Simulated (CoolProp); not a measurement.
Properties of R142b along the isobar 1.01 bar (Tc = 137.1 °C, pc = 40.55 bar, ω = 0.232).

Model: reference Helmholtz-energy equation of state, Lemmon 2006, in CoolProp. It is a short technical equation, of lower accuracy than the large ones.

| T (°C) | phase | density (kg/m³) | cp (kJ/(kg K)) |
|---|---|---|---|
| -100.25 | liquid | 1387 | 1.105 |
| -73.25 | liquid | 1330 | ? |
| -46.25 | liquid | 1274 | 1.166 |
| -19.25 | liquid | 1215 | 1.212 |
| 7.75 | gas | 4.490 | ? |
| 34.75 | gas | 4.058 | ? |
| 61.85 | gas | 3.707 | 0.9046 |
| 88.85 | gas | 3.417 | ? |
| 115.85 | gas | 3.171 | 0.9823 |
| 142.85 | gas | 2.959 | ? |
| 169.85 | gas | 2.774 | ? |
| 196.85 | gas | 2.612 | 1.087 |

**Question.** Fill in the missing entries.

**Answer.** 
- -73.25, cp (kJ/(kg K)): 1.130
- 7.75, cp (kJ/(kg K)): 0.8313
- 34.75, cp (kJ/(kg K)): 0.8655
- 88.85, cp (kJ/(kg K)): 0.9440
- 142.85, cp (kJ/(kg K)): 1.019
- 169.85, cp (kJ/(kg K)): 1.054
